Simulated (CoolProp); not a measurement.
Model: reference Helmholtz-energy equation of state, Lemmon 2016, in CoolProp.

### Question
For R365MFC, give the phase and the density (kg/m³), cp (kJ/(kg K)), cv (kJ/(kg K)), expansivity (1/kK) at 94.45 °C and 4.18 MPa; 109.15 °C and 4.18 MPa; 226.85 °C and 4.18 MPa.

### Answer
- 94.45 °C and 4.18 MPa: liquid; density 1110, cp 1.52, cv 1.15, expansivity 2.27
- 109.15 °C and 4.18 MPa: liquid; density 1070, cp 1.56, cv 1.17, expansivity 2.54
- 226.85 °C and 4.18 MPa: supercritical; density 251, cp 1.88, cv 1.36, expansivity 10.6
